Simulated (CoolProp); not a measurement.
A single-stage vapour-compression cycle with R1336mzz(E): evaporating at 282.15 K (dew point), condensing at 348.15 K (bubble point), superheat 8 K, subcooling 5 K, compressor efficiency 0.9, no pressure losses. Each further row changes one setting.

Computed with CoolProp (reference Helmholtz-energy equation of state, Akasaka 2023).

| case | cooling COP | pressure ratio | discharge temperature (K) | refrigerating effect (kJ/kg) | volumetric capacity (kJ/m³) |
|---|---|---|---|---|---|
| as stated | 2.56 | 7.93 | 348.1 | 81.9 | 619 |
| evaporating temperature 287.15 K | 2.94 | 6.52 | 348.1 | 85.5 | 779 |
| condensing temperature 343.15 K | 2.93 | 7.00 | 343.1 | 88.6 | 669 |
| subcooling 10 K | 2.77 | 7.93 | 348.1 | 88.6 | 669 |
| superheat 18 K | 2.68 | 7.93 | 353.5 | 90.2 | 655 |
| compressor efficiency 0.8 | 2.27 | 7.93 | 348.1 | 81.9 | 619 |

The compression ends wet for: as stated; evaporating temperature 287.15 K; condensing temperature 343.15 K; subcooling 10 K; compressor efficiency 0.8.
